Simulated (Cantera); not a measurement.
Feed: 1 mol Ta₂O₅, 6.1 mol C, 5.7 mol H₂, held at 1373.15 K and 0.600 bar.

Equilibrium computed with Cantera from the NASA thermochemical tables; the gas is ideal and each condensed phase is pure. Candidate condensed phases: C, C₆H₆, C₇H₈, C₈H₁₈, H₂O, Ta, TaC, Ta₂O₅; 113 gas species. Mutual solubility and eutectic melting of coexisting phases are not modelled. TaC: taken at fixed stoichiometry. Condensed phases not in the tables: Ta₂C. Kinetics and transport are ignored.

Base state: H₂ 0.565, CO 0.432, H₂O 0.00167, CO₂ 0.000618, CH₄ 0.000397 (mole fractions); condensed: TaC(s) + Ta₂O₅(s).

Task: What changes in the equilibrium state with this change: temperature from 1373.15 K to 1075 K?

Result: 
| species | before | after |
|---|---|---|
| H₂ | 0.565 | 0.969 |
| CH₄ | 0.000397 | 0.0254 |
| CO | 0.432 | 0.00519 |
| CO₂ | 0.000618 | 2.20e-6 |
| H₂O | 0.00167 | 0.000382 |
| TaC(s), mol | 1.75 | 0.0125 |
| Ta₂O₅(s), mol | 0.126 | 0.994 |
| C(graphite), mol | 0 | 5.92 |

Task: What changes in the equilibrium state with this change: H₂ from 5.7 to 0.37 mol?

Result: 
| species | before | after |
|---|---|---|
| CO | 0.432 | 0.920 |
| H₂ | 0.565 | 0.0780 |
| CO₂ | 0.000618 | 0.00163 |
| H₂O | 0.00167 | 0.000285 |
| CH₄ | 0.000397 | 1.30e-5 |
| TaC(s), mol | 1.75 | 1.75 |
| Ta₂O₅(s), mol | 0.126 | 0.127 |
